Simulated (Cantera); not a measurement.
Charge: 1 mol Si2Cl6, 7 mol NH3, 83 mol H2, at 1998.15 K and 10.0 mbar.

Method: chemical equilibrium by Gibbs-energy minimisation in Cantera with the NASA 1993 tables (ideal gas, pure condensed phases). Candidate condensed phases: NH4Cl, Si, Si3N4; 28 gas species. The feed counts by its element totals alone. The tables' values for SiCl, SiN are old estimates; treat these amounts as uncertain. Gases not in the tables: Si2H6 and higher silanes. Equilibrium is a limit: real reactors are often held back by kinetics, nucleation or transport.

Base state: H2 0.892, HCl 0.0464, N2 0.0345, H 0.0152, SiCl2 0.00580, Si 0.00426, SiCl 0.000628, Cl 0.000588 (mole fractions); condensed: Si(l).

Question: What changes in the equilibrium state with this change: temperature from 1998.15 K to 848 K?

Answer: 
```json
[
 {"species": "H2", "before": "0.892", "after": "0.917"},
 {"species": "HCl", "before": "0.0464", "after": "0.0607"},
 {"species": "N2", "before": "0.0345", "after": "0.0220"},
 {"species": "H", "before": "0.0152", "after": "<1e-9"},
 {"species": "SiCl4", "before": "8.63e-9", "after": "2.78e-5"},
 {"species": "SiCl2", "before": "0.00580", "after": "<1e-9"},
 {"species": "Si", "before": "0.00426", "after": "<1e-9"},
 {"species": "SiCl", "before": "0.000628", "after": "<1e-9"},
 {"species": "Cl", "before": "0.000588", "after": "<1e-9"},
 {"species": "SiH", "before": "0.000274", "after": "<1e-9"},
 {"species": "Si(l), mol", "before": "0.861", "after": "0"},
 {"species": "Si3N4(s), mol", "before": "0", "after": "0.666"}
]
```

Question: What changes in the equilibrium state with this change: temperature from 1998.15 K to 1148.15 K?

Answer: 
| species | before | after |
|---|---|---|
| H2 | 0.892 | 0.917 |
| HCl | 0.0464 | 0.0607 |
| N2 | 0.0345 | 0.0220 |
| H | 0.0152 | 6.88e-7 |
| SiCl2 | 0.00580 | 7.37e-6 |
| Si | 0.00426 | <1e-9 |
| SiCl | 0.000628 | <1e-9 |
| SiH | 0.000274 | <1e-9 |
| SiH2 | 9.37e-5 | <1e-9 |
| Si(l), mol | 0.861 | 0 |
| Si3N4(s), mol | 0 | 0.666 |
